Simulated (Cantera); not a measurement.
What does this Cantera script print?

```python
import numpy as np
import cantera as ct

gas_names = """
    Cu CuO Cu2 H HO2 H2 H2O H2O2 O OH O2 O3
""".split()
cond_names = """
    Cu(cr) Cu(L) CuO(s) CuO2H2(s) Cu2O(s) Cu2O(L) H2O(s) H2O(L)
""".split()


def load(file, names, dense=False):
    # The tables refer to 1 bar. Condensed volumes are neglected.
    table = {s.name: s for s in ct.Species.list_from_file(file)}
    out = []
    for n in names:
        d = dict(table[n].input_data)
        d["thermo"] = dict(d["thermo"], **{"reference-pressure": 1e5})
        if dense:
            d["equation-of-state"] = {"model": "constant-volume", "density": "1e6 g/cm^3"}
        out.append(ct.Species.from_dict(d))
    return out


gas = ct.Solution(thermo="ideal-gas", species=load("nasa_gas.yaml", gas_names))
cond = {s.name: ct.Solution(thermo="fixed-stoichiometry", species=[s], name=s.name)
        for s in load("nasa_condensed.yaml", cond_names, dense=True)}
atoms = {
    'Cu2O': {'Cu': 2, 'O': 1},
    'H2': {'H': 2},
}
top_T = {'CuO(s)': 1390}  # K; cautious upper limits of use, not melting points


def equilibrate(T, P, feed):
    n = {}
    for name, mol in feed.items():
        for a, k in atoms[name].items():
            n[a] = n.get(a, 0.0) + k * mol
    gas.TPX = T, P, n
    mass = sum(n.values()) * gas.mean_molecular_weight
    gas.equilibrate("TP")
    valid = [c for c in cond.values() if c.min_temp <= T <= top_T.get(c.name, c.max_temp)]
    mix = ct.Mixture([(gas, mass / gas.mean_molecular_weight)] + [(c, 0.0) for c in valid])
    mix.T, mix.P = T, P
    mix.equilibrate("TP", solver="vcs", rtol=1e-11, max_steps=5000)
    return mix


results = []
feed = {'Cu2O': 1, 'H2': 17}  # mol
P = 580  # Pa
for T in [1298, 1398, 1498, 1598, 1698, 1798, 1898, 1998, 2098, 2198]:
    mix = equilibrate(T, P, feed)
    results.append((T, P, feed, dict(zip(mix.species_names, mix.species_moles))))

top = {s: max(r[3][s] / sum(r[3][g] for g in gas_names) for r in results) for s in gas_names}
cols = sorted((s for s in top if top[s] > 0.001), key=lambda s: -top[s])[:6]
seen = [c for c in cond_names if any(r[3].get(c, 0) > 1e-12 for r in results)]
print("log10 of partial pressures in bar; condensed amounts in mol")
print(f"{'T/K':>10s}" + "".join(f"{s[:9]:>10s}" for s in cols + seen))
for T, P, feed, n in results:
    ng = sum(n[g] for g in gas_names)
    print(f"{T:10.4g}" + "".join(f"{np.log10(max(n[s] / ng * P / 1e5, 1e-99)):10.3f}" for s in cols)
          + "".join(f"{n.get(c, 0):10.4g}" for c in seen))
```

It prints:

```
log10 of partial pressures in bar; condensed amounts in mol
       T/K        H2        Cu         H       H2O    Cu(cr)     Cu(L)
      1298    -2.263    -6.822    -7.101    -3.467         2         0
      1398    -2.263    -5.887    -6.456    -3.467         0     1.996
      1498    -2.264    -5.100    -5.897    -3.468         0     1.977
      1598    -2.266    -4.413    -5.407    -3.470         0     1.886
      1698    -2.275    -3.810    -4.978    -3.479         0     1.532
      1798    -2.307    -3.276    -4.607    -3.510         0    0.2827
      1898    -2.316    -3.217    -4.265    -3.518         0         0
      1998    -2.320    -3.219    -3.955    -3.521         0         0
      2098    -2.329    -3.223    -3.676    -3.526         0         0
      2198    -2.343    -3.229    -3.426    -3.535         0         0
```

Equilibrium computed with Cantera from the NASA thermochemical tables; the gas is ideal and each condensed phase is pure.
